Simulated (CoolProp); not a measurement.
Vapour-liquid equilibrium of CH2F2 (R32) (1) + isobutane (2) at 1.13 MPa; x and y are mole fractions of (1).

The numbers come from the multi-fluid Helmholtz-energy mixture model, Tillner-Roth 1997 and Bücker 2006; pair parameters Bell 2016 in CoolProp.

| x | bubble temperature (K) | y at the bubble point | dew temperature at overall composition x (K) | liquid density (mol/L) |
|---|---|---|---|---|
| 0.05 | 326.9 | 0.308 | 342.2 | 8.954 |
| 0.15 | 303.2 | 0.627 | 336.5 | 9.935 |
| 0.25 | 292.2 | 0.739 | 330.5 | 10.69 |
| 0.35 | 287.3 | 0.783 | 324.2 | 11.36 |
| 0.45 | 285.2 | 0.803 | 317.4 | 12.06 |
| 0.55 | 284.2 | 0.815 | 309.8 | 12.85 |
| 0.65 | 283.6 | 0.825 | 301.1 | 13.81 |
| 0.75 | 283.0 | 0.839 | 291.0 | 15.01 |
| 0.85 | 282.5 | 0.867 | 282.7 | 16.54 |
| 0.95 | 282.8 | 0.933 | 283.1 | 18.46 |

y crosses x between x = 0.85 and 0.95: the model has an azeotrope there.

The pair parameters rest on a limited set of measurements; away from them the model extrapolates. With so large a gap from Raoult's law the liquid may split in two, which this calculation doesn't test in full.
